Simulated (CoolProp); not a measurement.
Vapour-liquid equilibrium of isobutane (1) + isobutene (2) at 630 kPa; x and y are mole fractions of (1).

The numbers come from the multi-fluid Helmholtz-energy mixture model, Bücker 2006 and Lemmon 2005; pair parameters Bell 2016 in CoolProp.

Q: Give the bubble temperature and the first vapour's composition at x = 0.275, 0.5, 0.725. Is there an azeotrope?

A: x = 0.275: 322.7 K, y = 0.299; x = 0.5: 321.5 K, y = 0.524; x = 0.725: 320.6 K, y = 0.740. No azeotrope shows between x = 0.05 and 0.95.

The pair parameters rest on a limited set of measurements; away from them the model extrapolates.
